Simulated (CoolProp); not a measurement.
Properties of toluene at several states (Tc = 591.7 K, pc = 4.126 MPa, ω = 0.266).

Model: reference Helmholtz-energy equation of state, Lemmon 2006, in CoolProp. It is a short technical equation, of lower accuracy than the large ones.

| T (K) | p (MPa) | phase | Z | speed of sound (m/s) | expansivity (1/kK) | Prandtl number | fugacity coefficient |
|---|---|---|---|---|---|---|---|
| 264.4 | 4.82 | liquid | 0.2253 | 1473 | 1.011 | … | 0.0001319 |
| 245 | 0.316 | liquid | 0.01568 | 1543 | 1.015 | 13.4 | 0.0003797 |
| 591.8 | 0.0381 | gas | 0.9966 | 235.5 | 1.709 | … | 0.9966 |
| 468.1 | 0.0122 | gas | 0.9976 | … | 2.153 | 0.717 | 0.9976 |
| 318.8 | 0.439 | liquid | 0.01810 | 1218 | 1.118 | … | 0.02341 |

Q: What belongs in the gaps?

A: 
- 264.4, Prandtl number: 10.4
- 591.8, Prandtl number: 0.712
- 468.1, speed of sound (m/s): 210.6
- 318.8, Prandtl number: 6.23

Viscosity comes from a separate model (Avgeri 2015). Thermal conductivity comes from a separate model (Assael 2012).
